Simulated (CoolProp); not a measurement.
Octamethylcyclotetrasiloxane (D4) at several states: fugacity coefficient from the reference equation and from simpler models built on Tc = 313.4 °C, pc = 1.347 MPa, ω = 0.598; each cubic takes its own stable root.

Model: reference Helmholtz-energy equation of state, Thol 2015, in CoolProp.

| T (°C) | p (MPa) | phase | reference | van der Waals | Redlich-Kwong | Soave-Redlich-Kwong | Peng-Robinson |
|---|---|---|---|---|---|---|---|
| 90.35 | 1.49 | liquid | (withheld) | (withheld) | (withheld) | (withheld) | 0.004909 |
| 260.85 | 0.0101 | gas | 0.9963 | 0.9972 | 0.9967 | 0.9964 | 0.9960 |
| 174.95 | 0.0368 | gas | (withheld) | 0.9847 | 0.9803 | 0.9757 | (withheld) |
| 46.35 | 4.47 | liquid | 0.0002197 | 0.03448 | (withheld) | 0.0002538 | 0.0002692 |
| 248.65 | 0.269 | gas | 0.8918 | 0.9219 | 0.9062 | (withheld) | 0.8880 |
| 181.35 | 3.39 | liquid | 0.04432 | 0.1778 | 0.09821 | 0.04623 | 0.04417 |

Q: Some entries are withheld; supply them.

A: 
- 90.35, reference: 0.004549
- 90.35, van der Waals: 0.1113
- 90.35, Redlich-Kwong: 0.03019
- 90.35, Soave-Redlich-Kwong: 0.004718
- 174.95, reference: 0.9739
- 174.95, Peng-Robinson: 0.9745
- 46.35, Redlich-Kwong: 0.003860
- 248.65, Soave-Redlich-Kwong: 0.8954
